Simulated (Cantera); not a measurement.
## Silicon oxide and oxynitride deposition: TEOS + N₂O + N₂ + H₂O

Charge: 1 mol TEOS, 11 mol N₂O, 3.3 mol N₂, 7.7 mol H₂O, equilibrated at 673 K and 0.480 bar.

Equilibrium computed with Cantera from the NASA thermochemical tables; the gas is ideal and each condensed phase is pure. Candidate condensed phases: C, C₆H₆, C₇H₈, C₈H₁₈, H₂O, Si, SiC, SiO₂, Si₂N₂O, Si₃N₄; 151 gas species. The feed counts by its element totals alone. Rates play no part.

| Property | Value |
|---|---|
| x(N₂) | 0.405 |
| x(H₂O) | 0.269 |
| x(CO₂) | 0.156 |
| x(H₂) | 0.0995 |
| x(CH₄) | 0.0658 |
| x(CO) | 0.00471 |
| x(NH₃) | 0.000129 |
| n(SiO₂(α-quartz)) | 1.00 mol |
| gas amount | 35.34 mol |
| log10 activity of C(graphite) (absent) | -0.04 |
| log10 activity of Si(s) (absent) | -29.41 |
